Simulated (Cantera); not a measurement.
SiCl₄ + HCl + H₂ (chlorosilane synthesis and conversion)

Input: 1 mol SiCl₄, 5.4 mol HCl, a varied amount of H₂, at 800 °C and 4.50 bar.

Equilibrium computed with Cantera from the NASA thermochemical tables; the gas is ideal and each condensed phase is pure. Candidate condensed phases: Si; 19 gas species. The tables' values for SiCl₃ are old estimates; treat these amounts as uncertain. Equilibrium is a limit: real reactors are often held back by kinetics, nucleation or transport.

| n(H₂) (mol) | x HCl | x H₂ | x SiCl₄ | x SiHCl₃ |
|---|---|---|---|---|
| 0.84 | 0.746 | 0.116 | 0.138 | 0.000262 |
| 1.1 | 0.720 | 0.146 | 0.133 | 0.000331 |
| 1.3 | 0.702 | 0.168 | 0.129 | 0.000381 |
| 1.7 | 0.667 | 0.209 | 0.123 | 0.000473 |
| 2.1 | 0.636 | 0.246 | 0.117 | 0.000556 |
| 2.7 | 0.594 | 0.296 | 0.109 | 0.000667 |
| 3.4 | 0.552 | 0.346 | 0.101 | 0.000778 |
| 4.2 | 0.510 | 0.395 | 0.0934 | 0.000887 |
| 5.3 | 0.463 | 0.452 | 0.0844 | 0.00101 |
| 6.7 | 0.413 | 0.510 | 0.0752 | 0.00114 |
| 8.4 | 0.366 | 0.566 | 0.0663 | 0.00126 |
| 11 | 0.312 | 0.631 | 0.0560 | 0.00139 |
x: gas mole fraction; nothing condenses.

From 0.84 mol H₂ to 11 mol H₂ nothing is condensed. The main Si-bearing gas is SiCl₄ throughout.
